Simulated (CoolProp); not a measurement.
Values from CoolProp's reference Helmholtz-energy equation of state, Wagner 2002.

For water, give the phase and the density (kg/m³), cp (kJ/(kg K)), cv (kJ/(kg K)), isothermal compressibility (1/MPa) at 489.25 °C and 1000 bar; 518.75 °C and 1000 bar.


- 489.25 °C and 1000 bar: supercritical; density 547, cp 5.52, cv 2.67, isothermal compressibility 0.00495
- 518.75 °C and 1000 bar: supercritical; density 496, cp 5.61, cv 2.63, isothermal compressibility 0.00633
